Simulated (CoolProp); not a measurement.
Saturated liquid density (kg/m³) of toluene: the reference equation beside estimates from Tc = 318.6 °C, pc = 4126 kPa, ω = 0.266.

Values from CoolProp's reference Helmholtz-energy equation of state, Lemmon 2006. It is a short technical equation, of lower accuracy than the large ones.

```
T (°C)  reference  Redlich-Kwong  Peng-Robinson
------  ---------  -------------  -------------
62.55       826.7          718.9          833.7
71.85       817.7          710.5          825.7
81.15       808.7          701.9          817.4
90.45       799.5          693.0          808.8
99.65       790.3          683.9          799.8
108.95      780.8          674.5          790.5
118.25      771.2          664.7          780.7
127.55      761.4          654.7          770.5
136.75      751.6          644.4          759.9
146.05      741.4          633.7          748.8
155.35      730.9          622.6          737.1
164.65      720.2          611.0          724.8
173.85      709.3          599.2          712.1
```

Absolute difference from the reference over all 13 rows, mean and median: Redlich-Kwong 14.0 and 13.8 %, Peng-Robinson 1.0 and 1.1 %.
